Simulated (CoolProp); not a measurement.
Computed with CoolProp (reference Helmholtz-energy equation of state, Thol 2016).

**Question.** For hexamethyldisiloxane (MM), give the phase and the density (kg/m³), cv (kJ/(kg K)), Joule-Thomson coefficient (K/MPa), fugacity coefficient at 77.05 °C and 14.3 bar; 87.95 °C and 14.3 bar; 106.15 °C and 14.3 bar.

**Answer.** 
- 77.05 °C and 14.3 bar: liquid; density 706, cv 1.67, Joule-Thomson coefficient -0.309, fugacity coefficient 0.0365
- 87.95 °C and 14.3 bar: liquid; density 694, cv 1.70, Joule-Thomson coefficient -0.282, fugacity coefficient 0.0514
- 106.15 °C and 14.3 bar: liquid; density 672, cv 1.75, Joule-Thomson coefficient -0.227, fugacity coefficient 0.0860
